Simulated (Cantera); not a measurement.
Feed: 1 mol Cu, 0.85 mol CO2, 0.81 mol CO, equilibrated at 100000 Pa.

Method: chemical equilibrium by Gibbs-energy minimisation in Cantera with the NASA 1993 tables (ideal gas, pure condensed phases). Candidate condensed phases: C, Cu, CuO, Cu2O; 15 gas species. The numbers say what is thermodynamically allowed, not how fast it happens. All values below are at 1723 K.

Base state: CO2 0.512, CO 0.488, Cu 0.000213 (mole fractions); condensed: Cu(l).

Problem. What changes in the equilibrium state with this change: pressure from 100000 Pa to 12.0 Pa?

Solution. 
```
species       before     after
----------  --------  --------
Cu          0.000213     0.376
CO2            0.512     0.319
CO             0.488     0.305
O            5.33e-9   4.44e-5
O2           8.80e-9   7.32e-5
Cu2          2.88e-7  0.000107
Cu(l), mol     1.000         0
```
